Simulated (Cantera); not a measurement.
Charge: 1 mol SiH2Cl2, 37 mol H2, equilibrated at 0.100 bar.

Equilibrium computed with Cantera from the NASA thermochemical tables; the gas is ideal and each condensed phase is pure. Candidate condensed phases: Si; 19 gas species. Gases not in the tables: Si2H6 and higher silanes. Rates play no part.

Problem. Which condensed phases are stable at each of these points (T (°C)): 1225, 1250, 1275, 1300, 1325, 1350, 1375, 1400, 1425, 1450, 1475?

Solution. 
```tsv
T (°C)	condensed phases	Si condensed (%)
1225	Si(s)	78.2
1250	Si(s)	78.0
1275	Si(s)	77.8
1300	Si(s)	77.6
1325	Si(s)	77.4
1350	Si(s)	77.2
1375	Si(s)	77.0
1400	Si(s)	76.8
1425	Si(l)	76.8
1450	Si(l)	77.3
1475	Si(l)	77.8
```

From 1225 °C to 1400 °C the condensed part is Si(s). From 1425 °C to 1475 °C the condensed part is Si(l).
